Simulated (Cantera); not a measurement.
A perfectly stirred reactor is fed with CH4 : H2O = 1 : 2.8 (molar parts), at 760 Torr; it is held at 1248 K, and followed from long to short residence time.

Cantera simulation using GRI-Mech 3.0 (53 species, 325 reactions); the numbers are that mechanism's predictions, not measurements.

### Question
What does this change do: temperature 1248 to 1625 K?

### Answer
| quantity | before | after |
|---|---|---|
| x(CH4) at τ = 6.20 s | 0.256 | 0.0230 |
| x(H2O) at τ = 6.20 s | 0.734 | 0.356 |
| x(CH2O) at τ = 6.20 s | 4.55e-7 | 3.43e-7 |
| x(H2) at τ = 6.20 s | 0.00728 | 0.472 |
| x(CO) at τ = 6.20 s | 4.98e-5 | 0.109 |
| x(CH4) at τ = 44.0 ms | 0.263 | 0.135 |
| x(H2O) at τ = 44.0 ms | 0.737 | 0.647 |
| x(CH2O) at τ = 44.0 ms | 8.97e-9 | 8.75e-6 |
| x(H2) at τ = 44.0 ms | 2.10e-5 | 0.163 |
| x(CO) at τ = 44.0 ms | 1.95e-9 | 0.00669 |

### Question
What does this change do: temperature 1248 to 1898 K?

### Answer
```json
[
 {"quantity": "x(CH4) at τ = 6.20 s", "before": "0.256", "after": "0.00118"},
 {"quantity": "x(H2O) at τ = 6.20 s", "before": "0.734", "after": "0.293"},
 {"quantity": "x(CH2O) at τ = 6.20 s", "before": "4.55e-7", "after": "1.65e-7"},
 {"quantity": "x(H2) at τ = 6.20 s", "before": "0.00728", "after": "0.534"},
 {"quantity": "x(CO) at τ = 6.20 s", "before": "4.98e-5", "after": "0.152"},
 {"quantity": "x(CH4) at τ = 44.0 ms", "before": "0.263", "after": "0.0239"},
 {"quantity": "x(H2O) at τ = 44.0 ms", "before": "0.737", "after": "0.402"},
 {"quantity": "x(CH2O) at τ = 44.0 ms", "before": "8.97e-9", "after": "4.90e-6"},
 {"quantity": "x(H2) at τ = 44.0 ms", "before": "2.10e-5", "after": "0.434"},
 {"quantity": "x(CO) at τ = 44.0 ms", "before": "1.95e-9", "after": "0.0917"}
]
```
